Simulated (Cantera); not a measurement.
Input: 1 mol Si3H8, 2.5 mol HCl, 5.7 mol H2, at 602 °C and 0.00420 bar.

These are equilibrium values from Cantera (NASA tables, ideal gas, pure condensed phases), not measurements of a reactor. Candidate condensed phases: Si; 19 gas species. The feed counts by its element totals alone. The tables' values for SiCl3 are old estimates; treat these amounts as uncertain. The numbers say what is thermodynamically allowed, not how fast it happens.

Base state: H2 0.935, SiCl4 0.0446, HCl 0.0111, SiHCl3 0.00819, SiCl3 0.000361, SiCl2 0.000169, SiH2Cl2 0.000138 (mole fractions); condensed: Si(s).

Question: What changes in the equilibrium state with this change: HCl from 2.5 to 0.9 mol?

Answer: 
| species | before | after |
|---|---|---|
| H2 | 0.935 | 0.971 |
| SiCl4 | 0.0446 | 0.0163 |
| HCl | 0.0111 | 0.00882 |
| SiHCl3 | 0.00819 | 0.00392 |
| SiCl3 | 0.000361 | 0.000170 |
| SiCl2 | 0.000169 | 0.000102 |
| Si(s), mol | 2.38 | 2.79 |

Question: What changes in the equilibrium state with this change: HCl from 2.5 to 0.023 mol?

Answer: 
```json
[
 {"species": "H2", "before": "0.935", "after": "0.998"},
 {"species": "HCl", "before": "0.0111", "after": "0.00203"},
 {"species": "SiHCl3", "before": "0.00819", "after": "4.64e-5"},
 {"species": "SiCl4", "before": "0.0446", "after": "4.31e-5"},
 {"species": "SiCl3", "before": "0.000361", "after": "1.98e-6"},
 {"species": "SiCl2", "before": "0.000169", "after": "5.25e-6"},
 {"species": "SiH2Cl2", "before": "0.000138", "after": "4.56e-6"},
 {"species": "Si(s), mol", "before": "2.38", "after": "3.00"}
]
```
